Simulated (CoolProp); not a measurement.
Vapour pressure (MPa) of hexamethyldisiloxane (MM): the reference equation beside estimates from Tc = 518.7 K, pc = 1.931 MPa, ω = 0.418. Clausius-Clapeyron is anchored at 377.6 K with a constant enthalpy of vaporisation of 30.95 kJ/mol.

The numbers come from the reference Helmholtz-energy equation of state, Thol 2016 in CoolProp.

```json
[
 {"T (K)": "362.7", "reference": "0.07286", "Lee-Kesler": "0.07286", "Clausius-Clapeyron": "0.07566", "Redlich-Kwong": "0.1673"},
 {"T (K)": "367.7", "reference": "0.08495", "Lee-Kesler": "0.08507", "Clausius-Clapeyron": "0.08700", "Redlich-Kwong": "0.1877"},
 {"T (K)": "372.7", "reference": "0.09854", "Lee-Kesler": "0.09881", "Clausius-Clapeyron": "0.09965", "Redlich-Kwong": "0.2097"},
 {"T (K)": "377.6", "reference": "0.1134", "Lee-Kesler": "0.1139", "Clausius-Clapeyron": "0.1134", "Redlich-Kwong": "0.2330"},
 {"T (K)": "382.6", "reference": "0.1304", "Lee-Kesler": "0.1311", "Clausius-Clapeyron": "0.1290", "Redlich-Kwong": "0.2587"},
 {"T (K)": "387.6", "reference": "0.1493", "Lee-Kesler": "0.1502", "Clausius-Clapeyron": "0.1463", "Redlich-Kwong": "0.2863"},
 {"T (K)": "392.5", "reference": "0.1697", "Lee-Kesler": "0.1709", "Clausius-Clapeyron": "0.1649", "Redlich-Kwong": "0.3153"},
 {"T (K)": "397.5", "reference": "0.1927", "Lee-Kesler": "0.1942", "Clausius-Clapeyron": "0.1858", "Redlich-Kwong": "0.3470"},
 {"T (K)": "402.5", "reference": "0.2180", "Lee-Kesler": "0.2199", "Clausius-Clapeyron": "0.2088", "Redlich-Kwong": "0.3808"},
 {"T (K)": "407.4", "reference": "0.2452", "Lee-Kesler": "0.2475", "Clausius-Clapeyron": "0.2333", "Redlich-Kwong": "0.4161"}
]
```

Absolute difference from the reference over all 10 rows, mean and median: Lee-Kesler 0.5 and 0.6 %, Clausius-Clapeyron 2.6 and 2.6 %, Redlich-Kwong 96.9 and 95.1 %.
